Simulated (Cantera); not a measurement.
Input: 1 mol Si, 2.1 mol NF3, 18 mol H2, equilibrated at 1675 K and 7.50 Torr.

Equilibrium computed with Cantera from the NASA thermochemical tables; the gas is ideal and each condensed phase is pure. Candidate condensed phases: Si, Si3N4; 37 gas species. The tables' values for SiF3, SiF2 are old estimates; treat these amounts as uncertain. The numbers say what is thermodynamically allowed, not how fast it happens.

Base state: H2 0.786, HF 0.117, N2 0.0493, SiF4 0.0384, SiF3 0.00754, H 0.00103, SiF2 0.000640, SiHF3 0.000388 (mole fractions); condensed: gas only.

Q: What changes in the equilibrium state with this change: temperature from 1675 K to 1075 K?

A: 
```csv
species,before,after
H2,0.786,0.795
HF,0.117,0.108
N2,0.0493,0.0495
SiF4,0.0384,0.0472
SiF2,0.000640,<1e-9
SiF3,0.00754,4.36e-7
H,0.00103,1.31e-7
SiHF3,0.000388,2.34e-6
```
